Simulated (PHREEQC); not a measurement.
## Reverse-osmosis permeate (model solution)

Synthetic water in mg/L, 68 °C, pH 6.08, pe 0.4:

```
constituent           mg/L
------------------  ------
Na                    4.34
K                   0.0802
Ca                    6.18
Mg                   0.446
Cl                    7.98
S(6) as SO4           3.49
Alkalinity as HCO3    14.5
Br                  0.0648
F                    0.161
Zn                   0.122
```

Valence states are taken as typed.

All values are PHREEQC results (ion-association model, phreeqc.dat), not measurements.

This is a speciation only: nothing precipitates in the calculation.

Task: Estimate the specific conductance, charge-balance error.

Result: specific conductance 132 µS/cm; charge-balance error -0.5 %.

Task: In which forms is Mg present?

Result: Mg+2 98 %, MgSO4 1.6 % of the Mg.

Complexes and solids missing from the database can't appear. Away from 25 °C the constants follow the database's enthalpies or fits; those with neither stay at their 25 °C values.
